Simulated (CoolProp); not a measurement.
Properties of propylene along the isotherm 204.6 K.

The numbers come from the reference Helmholtz-energy equation of state, Lemmon 2013 in CoolProp.

| p (bar) | phase | density (kg/m³) | speed of sound (m/s) | viscosity (µPa s) | Prandtl number | fugacity coefficient |
|---|---|---|---|---|---|---|
| 5.26 | liquid | 635.8 | 1325 | 252 | 3.46 | 0.06667 |
| 10.5 | liquid | 636.3 | 1329 | 253 | 3.47 | 0.03409 |
| 15.8 | liquid | 636.7 | 1333 | 254 | 3.48 | 0.02312 |
| 21 | liquid | 637.2 | 1336 | 255 | 3.48 | 0.01775 |
| 26.3 | liquid | 637.7 | 1339 | 256 | 3.49 | 0.01447 |
| 31.5 | liquid | 638.1 | 1343 | 257 | 3.50 | 0.01233 |
| 36.8 | liquid | 638.6 | 1346 | 258 | 3.51 | 0.01077 |
| 42 | liquid | 639.0 | 1350 | 260 | 3.51 | 0.009629 |
| 47.3 | liquid | 639.5 | 1353 | 261 | 3.52 | 0.008727 |
| 52.6 | liquid | 639.9 | 1357 | 262 | 3.53 | 0.008010 |
| 57.8 | liquid | 640.4 | 1360 | 263 | 3.54 | 0.007438 |
| 63.1 | liquid | 640.8 | 1363 | 264 | 3.55 | 0.006954 |
| 68.3 | liquid | 641.3 | 1367 | 265 | 3.55 | 0.006555 |

Viscosity comes from a separate model (Huber 2003), an estimate that may be off by 10 % or more. Thermal conductivity comes from a separate model (Huber 2003), an estimate that may be off by 10 % or more.
